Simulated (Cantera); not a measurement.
Charge: 1 mol C2H4, 0.11 mol NH3, 1.2 mol H2, 0.69 mol CO2, at 2773 K and 18.0 bar.

Equilibrium computed with Cantera from the NASA thermochemical tables; the gas is ideal and each condensed phase is pure. Candidate condensed phases: C, C6H6, C7H8, C8H18, H2O; 136 gas species. Rates play no part.

Base state: H2 0.662, CO 0.286, C2H2 (acetylene) 0.0202, H 0.0143, HCN 0.00854, N2 0.00644, HNC 0.00133, CH4 0.000800 (mole fractions); condensed: C(graphite).

Q: What changes in the equilibrium state with this change: C2H4 replaced by CH3OH?

A: 
```json
[
 {"species": "H2", "before": "0.662", "after": "0.525"},
 {"species": "CO", "before": "0.286", "after": "0.318"},
 {"species": "H2O", "before": "4.52e-5", "after": "0.123"},
 {"species": "C2H2 (acetylene)", "before": "0.0202", "after": "1.69e-9"},
 {"species": "CO2", "before": "2.83e-6", "after": "0.0107"},
 {"species": "N2", "before": "0.00644", "after": "0.0107"},
 {"species": "H", "before": "0.0143", "after": "0.0127"},
 {"species": "C4H2", "before": "0.000255", "after": "<1e-9"},
 {"species": "C2H4", "before": "7.31e-5", "after": "<1e-9"},
 {"species": "C2H", "before": "5.24e-5", "after": "<1e-9"},
 {"species": "C2H2 (vinylidene)", "before": "3.60e-5", "after": "<1e-9"},
 {"species": "C3H3 (propargyl)", "before": "2.23e-5", "after": "<1e-9"},
 {"species": "C(graphite), mol", "before": "1.06", "after": "0"}
]
```

Q: What changes in the equilibrium state with this change: CO2 from 0.69 to 2.4 mol?

A: 
| species | before | after |
|---|---|---|
| CO | 0.286 | 0.551 |
| H2 | 0.662 | 0.381 |
| H2O | 4.52e-5 | 0.0418 |
| C2H2 (acetylene) | 0.0202 | 1.67e-8 |
| H | 0.0143 | 0.0108 |
| C4H2 | 0.000255 | <1e-9 |
| C2H4 | 7.31e-5 | <1e-9 |
| C2H | 5.24e-5 | <1e-9 |
| C(graphite), mol | 1.06 | 0 |

Q: What changes in the equilibrium state with this change: temperature from 2773 K to 1525 K?

A: 
```json
[
 {"species": "H2", "before": "0.662", "after": "0.676"},
 {"species": "CO", "before": "0.286", "after": "0.288"},
 {"species": "CH4", "before": "0.000800", "after": "0.0187"},
 {"species": "C2H2 (acetylene)", "before": "0.0202", "after": "8.17e-6"},
 {"species": "H", "before": "0.0143", "after": "4.58e-6"},
 {"species": "N2", "before": "0.00644", "after": "0.0117"},
 {"species": "C4H2", "before": "0.000255", "after": "<1e-9"},
 {"species": "C2H", "before": "5.24e-5", "after": "<1e-9"},
 {"species": "C(graphite), mol", "before": "1.06", "after": "1.25"}
]
```
